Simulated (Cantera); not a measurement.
Input (Python, Cantera) and output of one run.

```python
import numpy as np
import cantera as ct

gas_names = [...]  # 99 gases of nasa_gas.yaml made of C, Cu, F, H
cond_names = """
    C(gr) C6H6(L) C7H8(L) C8H18(L),n-octa Cu(cr) Cu(L) CuF2(s) CuF2(L)
""".split()


# ... load() reads the species with a 1 bar reference pressure and builds the phases ...
atoms = {
    'Cu': {'Cu': 1},
    'HF': {'H': 1, 'F': 1},
    'CH4': {'C': 1, 'H': 4},
}
top_T = {'C(gr)': 4500}  # K; cautious upper limits of use, not melting points


# ... equilibrate(T, P, feed) seeds the gas with the atoms and calls Mixture.equilibrate('TP', solver="vcs", rtol=1e-11, max_steps=5000) ...
results = []
feed = {'Cu': 1, 'HF': 8.1, 'CH4': 0.9}  # mol
P = 27  # Pa
for T in [400, 500, 600, 700, 800, 900, 1000, 1100, 1200, 1300, 1400, 1500]:
    mix = equilibrate(T, P, feed)
    results.append((T, P, feed, dict(zip(mix.species_names, mix.species_moles))))
    x = sorted(zip(gas.X, gas.species_names), reverse=True)
    print(f"T = {T:g} K  P = {P:g} Pa  gas = {mix.phase_moles(0):.4g} mol")
    print("   x: " + "  ".join(f"{s} {v:.3e}" for v, s in x if v > 1e-06))
    print("   condensed (mol): " + ("  ".join(f"{mix.phase(i).name} {mix.phase_moles(i):.4g}"
          for i in range(1, mix.n_phases) if mix.phase_moles(i) > 1e-12) or "none"))
```

Output:

```
T = 400 K  P = 27 Pa  gas = 9.148 mol
   x: HF 8.854e-01  CH4 8.218e-02  H2 3.240e-02  H2F2 1.674e-06
   condensed (mol): C(gr) 0.1482  Cu(cr) 1
T = 500 K  P = 27 Pa  gas = 9.746 mol
   x: HF 8.311e-01  H2 1.531e-01  CH4 1.581e-02
   condensed (mol): C(gr) 0.7459  Cu(cr) 1
T = 600 K  P = 27 Pa  gas = 9.892 mol
   x: HF 8.189e-01  H2 1.803e-01  CH4 8.281e-04
   condensed (mol): C(gr) 0.8918  Cu(cr) 1
T = 700 K  P = 27 Pa  gas = 9.899 mol
   x: HF 8.182e-01  H2 1.817e-01  CH4 7.581e-05
   condensed (mol): C(gr) 0.8992  Cu(cr) 1
T = 800 K  P = 27 Pa  gas = 9.9 mol
   x: HF 8.182e-01  H2 1.818e-01  CH4 1.200e-05
   condensed (mol): C(gr) 0.8999  Cu(cr) 1
T = 900 K  P = 27 Pa  gas = 9.9 mol
   x: HF 8.182e-01  H2 1.818e-01  CH4 2.785e-06
   condensed (mol): C(gr) 0.9  Cu(cr) 1
T = 1000 K  P = 27 Pa  gas = 9.9 mol
   x: HF 8.182e-01  H2 1.818e-01
   condensed (mol): C(gr) 0.9  Cu(cr) 1
T = 1100 K  P = 27 Pa  gas = 9.9 mol
   x: HF 8.182e-01  H2 1.818e-01  Cu 2.205e-06  CuF 1.006e-06
   condensed (mol): C(gr) 0.9  Cu(cr) 1
T = 1200 K  P = 27 Pa  gas = 9.901 mol
   x: HF 8.181e-01  H2 1.818e-01  Cu 4.548e-05  CuF 1.030e-05  H 5.121e-06
   condensed (mol): C(gr) 0.9  Cu(cr) 0.9994
T = 1300 K  P = 27 Pa  gas = 9.906 mol
   x: HF 8.176e-01  H2 1.817e-01  Cu 5.843e-04  CuF 7.321e-05  H 2.870e-05
   condensed (mol): C(gr) 0.9  Cu(cr) 0.9935
T = 1400 K  P = 27 Pa  gas = 9.952 mol
   x: HF 8.135e-01  H2 1.810e-01  Cu 4.996e-03  CuF 3.763e-04  H 1.259e-04
   condensed (mol): C(gr) 0.9  Cu(L) 0.9465
T = 1500 K  P = 27 Pa  gas = 10.22 mol
   x: HF 7.910e-01  H2 1.766e-01  Cu 3.046e-02  CuF 1.458e-03  H 4.502e-04  Cu2 1.194e-05  C2H2,acetylene 1.594e-06
   condensed (mol): C(gr) 0.9  Cu(L) 0.6735
```

Method: chemical equilibrium by Gibbs-energy minimisation in Cantera with the NASA 1993 tables (ideal gas, pure condensed phases).
